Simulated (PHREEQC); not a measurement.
A solution holds 0.0029 mol ZnBr2 and 4.8e-05 mol HBF4 per kg of water, at 34 °C. Closed to the air; pH follows from the charge balance.

Computed with PHREEQC (ion-association model, wateq4f.dat).

This is a speciation only: nothing precipitates in the calculation.

**Question.** Order these F species by the share of F that they hold, largest first: F-, HF, ZnF+.

**Answer.** F- (79 %), HF (18 %), ZnF+ (2.5 %)

The pH is 3.84 and the ionic strength 0.00884 mol/kgw. Real BF4- forms and hydrolyses slowly; the run takes it at equilibrium.
